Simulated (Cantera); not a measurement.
Input: 1 mol Nb, 8.5 mol H2O, 130 mol H2, equilibrated at 1175 K and 0.110 bar.

Method: chemical equilibrium by Gibbs-energy minimisation in Cantera with the NASA 1993 tables (ideal gas, pure condensed phases). Candidate condensed phases: H2O, Nb, NbO, NbO2, Nb2O5; 12 gas species. Condensed phases not in the tables: the oxides between NbO2 and Nb2O5. Equilibrium is a limit: real reactors are often held back by kinetics, nucleation or transport.

Base state: H2 0.957, H2O 0.0433 (mole fractions); condensed: Nb2O5(s).

What changes in the equilibrium state with this change: temperature from 1175 K to 2350 K?


| species | before | after |
|---|---|---|
| H2 | 0.957 | 0.914 |
| H2O | 0.0433 | 0.0457 |
| H | 3.62e-7 | 0.0360 |
| NbO2 | <1e-9 | 0.00343 |
| OH | <1e-9 | 0.000310 |
| NbO | <1e-9 | 0.000113 |
| Nb2O5(s), mol | 0.500 | 0 |
| NbO2(l), mol | 0 | 0.499 |

What changes in the equilibrium state with this change: Nb replaced by Cr?


```tsv
species	before	after
H2	0.957	0.949
H2O	0.0433	0.0505
Nb2O5(s), mol	0.500	0
Cr2O3(s), mol	0	0.500
```
Further candidate phases: Cr, Cr2O3.
